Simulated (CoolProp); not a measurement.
Ethanol along the isotherm 302.2 K: Z from the reference equation and from simpler models built on Tc = 514.7 K, pc = 6268 kPa, ω = 0.644; each cubic takes its own stable root.

Model: reference Helmholtz-energy equation of state, Schroeder 2014, in CoolProp.

```csv
p (kPa),phase,reference,van der Waals,Redlich-Kwong,Soave-Redlich-Kwong,Peng-Robinson
198,liquid,0.004644,0.9670,0.005869,0.005455,0.004850
352,liquid,0.008254,0.9398,0.01043,0.009696,0.008622
627,liquid,0.01470,0.02739,0.01857,[?],0.01535
1110,liquid,0.02601,0.04839,0.03285,0.03056,0.02718
1980,liquid,0.04634,0.08605,0.05850,0.05448,0.04845
3520,liquid,0.08224,0.1521,0.1037,0.09674,0.08605
6270,liquid,0.1460,0.2686,0.1839,0.1720,[?]
11100,liquid,0.2572,0.4693,0.3232,0.3035,0.2702
19800,liquid,0.4548,0.8210,0.5696,0.5383,0.4797
35200,liquid,0.7976,1.423,0.9952,[?],0.8466
62700,liquid,1.392,2.461,1.732,1.669,1.492
```

**Question.** Some entries are withheld; supply them.

**Answer.** 
- 627, Soave-Redlich-Kwong: 0.01727
- 6270, Peng-Robinson: 0.1530
- 35200, Soave-Redlich-Kwong: 0.9488

At some of these states van der Waals gives the other phase, because its saturation line lies elsewhere.
